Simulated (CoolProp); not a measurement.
Vapour-liquid equilibrium of benzene (1) + ethanol (2) at 72.25 °C; x and y are mole fractions of (1).

The numbers come from the multi-fluid Helmholtz-energy mixture model, Thol 2012 and Schroeder 2014; pair parameters Bell 2016 in CoolProp.

Q: Give the bubble pressure and the first vapour's composition at x = 0.2, 0.65, 0.8. Is there an azeotrope?

A: x = 0.2: 0.1069 MPa, y = 0.386; x = 0.65: 0.1170 MPa, y = 0.559; x = 0.8: 0.1130 MPa, y = 0.612. y crosses x between x = 0.5 and 0.65: the model has an azeotrope there.

The pair parameters rest on a limited set of measurements; away from them the model extrapolates.
